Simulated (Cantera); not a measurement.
An isothermal, constant-pressure homogeneous reactor starts with 0.621 % H₂, 41.4 % O₂, 58.0 % N₂, equivalence ratio 0.0075, at 1300 K and 0.0266 atm.

Computed with Cantera and GRI-Mech 3.0 (53 species, 325 reactions). Radical loss at walls, strong at low pressure, is not modelled.

x: mole fraction; the columns are a selection and need not sum to one.

```json
[
 {"t (s)": "3.00e-5", "x H₂": "0.00621", "x O₂": "0.414", "x H₂O": "1.34e-11", "x N₂O": "<1e-12", "x OH": "2.78e-10", "x NO": "<1e-12"},
 {"t (s)": "8.68e-5", "x H₂": "0.00621", "x O₂": "0.414", "x H₂O": "2.31e-10", "x N₂O": "<1e-12", "x OH": "1.52e-9", "x NO": "<1e-12"},
 {"t (s)": "0.000251", "x H₂": "0.00621", "x O₂": "0.414", "x H₂O": "3.21e-9", "x N₂O": "<1e-12", "x OH": "7.00e-9", "x NO": "<1e-12"},
 {"t (s)": "0.000727", "x H₂": "0.00621", "x O₂": "0.414", "x H₂O": "5.34e-8", "x N₂O": "<1e-12", "x OH": "4.98e-8", "x NO": "<1e-12"},
 {"t (s)": "0.00211", "x H₂": "0.00620", "x O₂": "0.414", "x H₂O": "5.06e-6", "x N₂O": "<1e-12", "x OH": "3.41e-6", "x NO": "<1e-12"},
 {"t (s)": "0.00609", "x H₂": "0.000281", "x O₂": "0.409", "x H₂O": "0.00523", "x N₂O": "2.10e-9", "x OH": "0.000977", "x NO": "[?]"},
 {"t (s)": "0.0176", "x H₂": "3.34e-5", "x O₂": "0.409", "x H₂O": "0.00575", "x N₂O": "1.48e-8", "x OH": "0.000606", "x NO": "[?]"},
 {"t (s)": "0.0510", "x H₂": "2.57e-5", "x O₂": "0.410", "x H₂O": "0.00584", "x N₂O": "2.79e-8", "x OH": "0.000531", "x NO": "[?]"},
 {"t (s)": "0.148", "x H₂": "1.37e-5", "x O₂": "0.411", "x H₂O": "0.00598", "x N₂O": "3.46e-8", "x OH": "0.000389", "x NO": "[?]"},
 {"t (s)": "0.428", "x H₂": "4.24e-6", "x O₂": "0.412", "x H₂O": "0.00611", "x N₂O": "3.91e-8", "x OH": "0.000217", "x NO": "[?]"},
 {"t (s)": "1.24", "x H₂": "8.40e-7", "x O₂": "0.412", "x H₂O": "0.00618", "x N₂O": "4.19e-8", "x OH": "9.69e-5", "x NO": "1.22e-7"},
 {"t (s)": "3.58", "x H₂": "1.48e-7", "x O₂": "0.412", "x H₂O": "0.00621", "x N₂O": "4.05e-8", "x OH": "4.08e-5", "x NO": "1.31e-7"},
 {"t (s)": "10.4", "x H₂": "2.98e-8", "x O₂": "0.412", "x H₂O": "0.00622", "x N₂O": "3.20e-8", "x OH": "1.84e-5", "x NO": "1.35e-7"},
 {"t (s)": "30.0", "x H₂": "8.42e-9", "x O₂": "0.412", "x H₂O": "0.00623", "x N₂O": "1.58e-8", "x OH": "9.79e-6", "x NO": "1.37e-7"}
]
```

Problem. Fill in the missing entries.

Solution. 
- 0.00609, x NO: 1.86e-9
- 0.0176, x NO: 1.37e-8
- 0.0510, x NO: 3.94e-8
- 0.148, x NO: 7.52e-8
- 0.428, x NO: 1.04e-7
